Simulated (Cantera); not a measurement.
Input: 1 mol SiC, 0.1 mol O2, 34 mol H2, equilibrated at 1.33 mbar.

Cantera equilibrium calculation (NASA polynomials, part measured and part estimated; ideal gas, pure solids and liquids). Candidate condensed phases: C, C6H6, C7H8, C8H18, H2O, Si, SiC, SiO2; 123 gas species. Mutual solubility and eutectic melting of coexisting phases are not modelled. The tables hold silica as quartz up to 1696 K and as liquid above; real silica turns to tridymite and cristobalite and melts near 1996 K. Gases not in the tables: Si2H6 and higher silanes. Equilibrium is a limit: real reactors are often held back by kinetics, nucleation or transport.

**Question.** Which condensed phases are stable at each of these points (T (K)): 1275, 1375, 1475, 1575, 1675, 1775, 1875, 1975, 2075, 2175?

**Answer.** 
| T (K) | condensed phases | Si condensed (%) |
|---|---|---|
| 1275 | SiC(s) + SiO2(β-quartz) | 97.5 |
| 1375 | SiC(s) | 90.0 |
| 1475 | SiC(s) | 90.0 |
| 1575 | SiC(s) | 90.0 |
| 1675 | SiC(s) | 89.9 |
| 1775 | SiC(s) | 89.1 |
| 1875 | SiC(s) | 86.4 |
| 1975 | SiC(s) | 81.3 |
| 2075 | SiC(s) | 72.3 |
| 2175 | C(graphite) + SiC(s) | 2.0 |

At 1275 K the condensed part is SiC(s) + SiO2(β-quartz). From 1375 K to 2075 K the condensed part is SiC(s). At 2175 K the condensed part is C(graphite) + SiC(s).
